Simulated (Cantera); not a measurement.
Charge: 1 mol CH4, 0.034 mol NH3, 30 mol H2, held at 101000 Pa.

Cantera equilibrium calculation (NASA polynomials, part measured and part estimated; ideal gas, pure solids and liquids). Candidate condensed phases: C, C6H6, C7H8, C8H18; 92 gas species. Equilibrium is a limit: real reactors are often held back by kinetics, nucleation or transport.

Q: At 1773 K, list the 6 most abundant gas species with their mole fractions, and the condensed phases.

A: H2 0.998, CH4 0.000851, N2 0.000470, H 0.000282, C2H2 (acetylene) 0.000140, HCN 0.000116. Condensed: C(graphite).
